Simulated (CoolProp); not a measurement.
Vapour-liquid equilibrium of n-butane (1) + n-decane (2) at 1.03 bar; x and y are mole fractions of (1).

Model: multi-fluid Helmholtz-energy mixture model, Bücker 2006 and Lemmon 2006; pair parameters Kunz 2012, in CoolProp.

**Question.** Give the bubble temperature and the first vapour's composition at x = 0.35, 0.8, 0.95. Is there an azeotrope?

**Answer.** x = 0.35: 301.7 K, y = 0.998; x = 0.8: 279.0 K, y = 1.000; x = 0.95: 274.5 K, y = 1.000. No azeotrope shows between x = 0.05 and 0.95.

Pair parameters are fitted to limited data, so mixtures are less certain than the pure fluids. The gap from Raoult's law changes sign with composition, which may be real or a fault of the pair parameters; it wasn't checked against measurements.
